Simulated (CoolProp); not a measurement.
The fluid at 252.69 K and 0.0252 MPa is throttled through a valve to 0.0156 MPa with no heat exchange. The same conditions are run with several fluids, on thermodynamics alone (safety and materials aside).

The numbers come from the reference Helmholtz-energy equation of state of each fluid (cis-2-butene: Lemmon 2005; nitrous oxide: Lemmon 2006; R227EA: Lemmon 2016; R410A: Lemmon 2003; dimethyl ether: Wu 2011) in CoolProp. Blends and air are pseudo-pure fits.

| fluid | temperature change (K) | final density (kg/m³) |
|---|---|---|
| cis-2-butene | ___ | ___ |
| nitrous oxide | ___ | 0.327 |
| R227EA | ___ | ___ |
| R410A | -0.4 | 0.542 |
| dimethyl ether | -0.4 | 0.344 |

### Question
Complete the blanks.

### Answer

- cis-2-butene, temperature change (K): -0.6
- cis-2-butene, final density (kg/m³): 0.421
- nitrous oxide, temperature change (K): -0.2
- R227EA, temperature change (K): -0.3
- R227EA, final density (kg/m³): 1.27
